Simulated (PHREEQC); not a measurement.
A solution holds 1.4 mmol/kgw CuSO4, 13 mmol/kgw HNO3 and 0.21 mmol/kgw FeCl3, at 20 °C and 50 atm. Closed to the air; pH follows from the charge balance.

Equilibrium calculation in PHREEQC: ion-association model, phreeqc.dat.

Precipitation was switched off in this run.

Q: Predict the pH, ionic strength.

A: pH 1.95; ionic strength 0.0179 mol/kgw.

Q: In which forms is S present?

A: SO4-2 53 %, HSO4- 33 %, FeSO4+ 8.6 %, CuSO4 4.8 % of the S.

The solution is supersaturated, for example in Hematite (slow to form), Goethite (slow to form), so a real one may precipitate; this is no full list. Complexes and solids missing from the database can't appear. Under pressure, the constants of complexes without a molar volume in the database are unreliable.
